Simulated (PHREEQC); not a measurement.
0.21 g of hydrous ferric oxide (600 m²/g; 0.2 weak and 0.005 strong sites per Fe, Dzombak-Morel constants, diffuse double layer) in 1 kg of water with 0.01 mol/kgw of an inert sodium salt and 0.65 mmol/kgw NaF, at 25 °C; the pH is set by adding NaOH or the inert anion's acid. Oxygen alone is held at its pressure in air (log pO2 = -0.68). No CO2 enters from the air. Nothing may precipitate in this run.

Computed with PHREEQC (ion-association model, wateq4f.dat).

| pH | F sorbed (%) | surface charge σ (C/m²) | surface potential ψ (mV) |
|---|---|---|---|
| 3 | 44.9 | 0.136 | 157 |
| 3.5 | 47.2 | 0.111 | 149 |
| 4 | 45.9 | ? | 140 |
| 4.5 | 41.9 | 0.074 | 128 |
| 5 | 35.9 | ? | 115 |
| 5.5 | 28.8 | 0.042 | 101 |
| 6 | ? | 0.031 | 85 |
| 6.5 | 14.2 | 0.021 | 68 |
| 7 | ? | 0.014 | 50 |
| 7.5 | 4.0 | 0.007 | 28 |
| 8 | 1.6 | 0.001 | 4 |
| 8.5 | 0.6 | ? | -22 |
| 9 | 0.2 | -0.013 | -49 |

**Question.** Complete the blanks.

**Answer.** 
- 4, surface charge σ (C/m²): 0.092
- 5, surface charge σ (C/m²): 0.057
- 6, F sorbed (%): 21.3
- 7, F sorbed (%): 8.2
- 8.5, surface charge σ (C/m²): -0.005

The oxide is taken as insoluble; below pH 4 it would dissolve.
